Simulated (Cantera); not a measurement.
A closed system holds: 1 mol CCl4, a varied amount of H2, equilibrated at 2025 K and 0.105 Torr.

Cantera equilibrium calculation (NASA polynomials, part measured and part estimated; ideal gas, pure solids and liquids). Candidate condensed phases: C, C6H6, C7H8, C8H18; 91 gas species. Equilibrium is a limit: real reactors are often held back by kinetics, nucleation or transport.

x: gas mole fraction; n: condensed amount in mol.

| n(H2) (mol) | x Cl | x HCl | x H2 | x H | x C2H2 (acetylene) | x Cl2 | x C2HCl | n C(graphite) |
|---|---|---|---|---|---|---|---|---|
| 0.4 | 0.802 | 0.193 | 0.000841 | 0.00472 | ? | 0.000137 | 7.70e-7 | 1.000 |
| 1.1 | 0.483 | 0.483 | 0.0145 | 0.0196 | ? | 4.97e-5 | 1.93e-6 | 1.000 |
| 1.8 | 0.275 | 0.610 | 0.0716 | 0.0435 | ? | 1.61e-5 | 2.44e-6 | 0.999 |
| 2.6 | 0.174 | 0.591 | 0.168 | 0.0667 | ? | 6.45e-6 | 2.36e-6 | 0.998 |
| 3.3 | 0.132 | 0.542 | 0.245 | 0.0805 | ? | 3.73e-6 | 2.17e-6 | 0.997 |
| 4 | 0.107 | 0.493 | 0.309 | 0.0904 | ? | 2.45e-6 | 1.97e-6 | 0.996 |
| 4.7 | 0.0905 | 0.450 | 0.361 | 0.0977 | ? | 1.74e-6 | 1.80e-6 | 0.995 |
| 5.5 | 0.0769 | 0.408 | 0.410 | 0.104 | ? | 1.26e-6 | 1.63e-6 | 0.994 |

### Question
What belongs in the gaps?

### Answer

- 0.4, x C2H2 (acetylene): 7.61e-7
- 1.1, x C2H2 (acetylene): 1.32e-5
- 1.8, x C2H2 (acetylene): 6.48e-5
- 2.6, x C2H2 (acetylene): 0.000152
- 3.3, x C2H2 (acetylene): 0.000222
- 4, x C2H2 (acetylene): 0.000279
- 4.7, x C2H2 (acetylene): 0.000327
- 5.5, x C2H2 (acetylene): 0.000371
